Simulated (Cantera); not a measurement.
A closed system holds: 1 mol BCl3, 3.4 mol O2, equilibrated at 898.15 K and 0.0100 bar.

Method: chemical equilibrium by Gibbs-energy minimisation in Cantera with the NASA 1993 tables (ideal gas, pure condensed phases). Candidate condensed phases: B, B2O3; 18 gas species. The numbers say what is thermodynamically allowed, not how fast it happens.

What is the equilibrium state?


```
Item                                 Value
-------------------------------  ---------
x(O2)                                0.638
x(Cl2)                               0.361
x(Cl)                             0.000429
x(ClO)                             2.90e-6
n(B2O3(l))                       0.500 mol
gas amount                       4.151 mol
log10 activity of B(s) (absent)     -28.63
```
